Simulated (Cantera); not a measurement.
An adiabatic, constant-pressure homogeneous reactor starts with CO : H₂ : CH₄ : O₂ : N₂ = 1 : 0.14 : 0.06 : 1.08 : 4.05 (molar parts), equivalence ratio 0.64, at 1650 K and 248 Torr.

Model: GRI-Mech 3.0 (53 species, 325 reactions), integrated in Cantera.

Question: Predict: time of steepest temperature rise; temperature at 3.00 s; equilibrium temperature; x(CO) at 3.00 s; x(H₂) at 3.00 s.

Answer: 
```
Property                                                            Result
---------------------------------  ---------------------------------------
time of steepest temperature rise                                  72.4 µs
temperature at 3.00 s                                               2612 K
equilibrium temperature                                             2612 K
x(CO) at 3.00 s                      0.0516 (gas-phase equilibrium 0.0516)
x(H₂) at 3.00 s                    0.00213 (gas-phase equilibrium 0.00213)
```
